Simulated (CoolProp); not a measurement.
Vapour-liquid equilibrium of propane (1) + R134a (2) at -5.55 °C; x and y are mole fractions of (1).

Values from CoolProp's multi-fluid Helmholtz-energy mixture model, Lemmon 2009 and Tillner-Roth 1994; pair parameters Bell 2016.

Give the bubble pressure and the first vapour's composition at x = 0.05, 0.5, 0.8. Is there an azeotrope?

x = 0.05: 314.6 kPa, y = 0.260; x = 0.5: 491.0 kPa, y = 0.614; x = 0.8: 486.6 kPa, y = 0.715. y crosses x between x = 0.5 and 0.65: the model has an azeotrope there.

Pair parameters are fitted to limited data, so mixtures are less certain than the pure fluids. With so large a gap from Raoult's law the liquid may split in two, which this calculation doesn't test in full.
